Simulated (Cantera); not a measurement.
What does this Cantera script print?

```python
import numpy as np
import cantera as ct

gas = ct.Solution("gri30.yaml")


def delay(T, t_max=10):
    gas.TPX = T, 1100000, {'CH4': 1, 'O2': 2.13, 'N2': 11.3, 'CO2': 1.7}
    reactor = ct.IdealGasReactor(gas, clone=False)
    net = ct.ReactorNet([reactor])
    net.rtol, net.atol = 1e-8, 1e-16
    while net.time < t_max:
        t_old, T_old = net.time, reactor.T
        net.step()
        if reactor.T > T + 400:  # ignition: a rise of 400 K
            return t_old + (T + 400 - T_old) / (reactor.T - T_old) * (net.time - t_old)
    return np.nan


taus = []
for T in [1225, 1325, 1425, 1525, 1625, 1725]:
    taus.append(delay(T))
    print(f"T0 = {T:6g} K   tau = {taus[-1]:.4e} s")
```

It prints:

```
T0 =   1225 K   tau = 4.6209e-03 s
T0 =   1325 K   tau = 1.5189e-03 s
T0 =   1425 K   tau = 5.4303e-04 s
T0 =   1525 K   tau = 2.0666e-04 s
T0 =   1625 K   tau = 8.3552e-05 s
T0 =   1725 K   tau = 3.6406e-05 s
```

Model: GRI-Mech 3.0 (53 species, 325 reactions), integrated in Cantera.
